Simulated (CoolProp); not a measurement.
The numbers come from the reference Helmholtz-energy equation of state, Gao 2022 in CoolProp.

For n-perfluoropentane, give the phase and the Z, cp (kJ/(kg K)), speed of sound (m/s), Joule-Thomson coefficient (K/MPa) at 263.4 K and 22 bar.


- 263.4 K and 22 bar: liquid; Z 0.168, cp 0.977, speed of sound 581, Joule-Thomson coefficient -0.330
